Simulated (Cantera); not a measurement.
What does this Cantera script print?

```python
import numpy as np
import cantera as ct

gas_names = """
    Br Br2 Si SiBr SiBr2 SiBr3 SiBr4 Si2 Si3
""".split()
cond_names = """
    Br2(cr) Br2(L) Si(cr) Si(L)
""".split()


# ... load() reads the species with a 1 bar reference pressure and builds the phases ...
atoms = {
    'Si': {'Si': 1},
    'Br2': {'Br': 2},
}
top_T = {}  # K; cautious upper limits of use, not melting points


# ... equilibrate(T, P, feed) seeds the gas with the atoms and calls Mixture.equilibrate('TP', solver="gibbs", rtol=1e-10, max_steps=50000) ...
results = []
P = 2.4  # Pa
for T in [450, 550, 650, 750, 850, 950, 1050, 1150, 1250, 1350, 1450]:
    for m in [0.82, 1, 1.2, 1.5, 1.8, 2.2, 2.6, 3.2, 3.8, 4.7]:
        feed = {'Si': 1, 'Br2': m}  # mol
        mix = equilibrate(T, P, feed)
        results.append((T, P, feed, dict(zip(mix.species_names, mix.species_moles))))

for T, P, feed, n in results:
    print(f"{T:7g} {feed['Br2']:10.4g}  " + (" + ".join(c for c in cond_names if n.get(c, 0) > 1e-12) or "gas only"))
```

It prints:

```
    450       0.82  Si(cr)
    450          1  Si(cr)
    450        1.2  Si(cr)
    450        1.5  Si(cr)
    450        1.8  Si(cr)
    450        2.2  gas only
    450        2.6  gas only
    450        3.2  gas only
    450        3.8  gas only
    450        4.7  gas only
    550       0.82  Si(cr)
    550          1  Si(cr)
    550        1.2  Si(cr)
    550        1.5  Si(cr)
    550        1.8  Si(cr)
    550        2.2  gas only
    550        2.6  gas only
    550        3.2  gas only
    550        3.8  gas only
    550        4.7  gas only
    650       0.82  Si(cr)
    650          1  Si(cr)
    650        1.2  Si(cr)
    650        1.5  Si(cr)
    650        1.8  Si(cr)
    650        2.2  gas only
    650        2.6  gas only
    650        3.2  gas only
    650        3.8  gas only
    650        4.7  gas only
    750       0.82  Si(cr)
    750          1  Si(cr)
    750        1.2  Si(cr)
    750        1.5  Si(cr)
    750        1.8  Si(cr)
    750        2.2  gas only
    750        2.6  gas only
    750        3.2  gas only
    750        3.8  gas only
    750        4.7  gas only
    850       0.82  Si(cr)
    850          1  Si(cr)
    850        1.2  Si(cr)
    850        1.5  Si(cr)
    850        1.8  Si(cr)
    850        2.2  gas only
    850        2.6  gas only
    850        3.2  gas only
    850        3.8  gas only
    850        4.7  gas only
    950       0.82  Si(cr)
    950          1  Si(cr)
    950        1.2  Si(cr)
    950        1.5  Si(cr)
    950        1.8  Si(cr)
    950        2.2  gas only
    950        2.6  gas only
    950        3.2  gas only
    950        3.8  gas only
    950        4.7  gas only
   1050       0.82  Si(cr)
   1050          1  Si(cr)
   1050        1.2  Si(cr)
   1050        1.5  gas only
   1050        1.8  gas only
   1050        2.2  gas only
   1050        2.6  gas only
   1050        3.2  gas only
   1050        3.8  gas only
   1050        4.7  gas only
   1150       0.82  Si(cr)
   1150          1  Si(cr)
   1150        1.2  gas only
   1150        1.5  gas only
   1150        1.8  gas only
   1150        2.2  gas only
   1150        2.6  gas only
   1150        3.2  gas only
   1150        3.8  gas only
   1150        4.7  gas only
   1250       0.82  Si(cr)
   1250          1  Si(cr)
   1250        1.2  gas only
   1250        1.5  gas only
   1250        1.8  gas only
   1250        2.2  gas only
   1250        2.6  gas only
   1250        3.2  gas only
   1250        3.8  gas only
   1250        4.7  gas only
   1350       0.82  Si(cr)
   1350          1  Si(cr)
   1350        1.2  gas only
   1350        1.5  gas only
   1350        1.8  gas only
   1350        2.2  gas only
   1350        2.6  gas only
   1350        3.2  gas only
   1350        3.8  gas only
   1350        4.7  gas only
   1450       0.82  Si(cr)
   1450          1  Si(cr)
   1450        1.2  gas only
   1450        1.5  gas only
   1450        1.8  gas only
   1450        2.2  gas only
   1450        2.6  gas only
   1450        3.2  gas only
   1450        3.8  gas only
   1450        4.7  gas only
```

Equilibrium computed with Cantera from the NASA thermochemical tables; the gas is ideal and each condensed phase is pure. The tables' values for SiBr3 are old estimates.
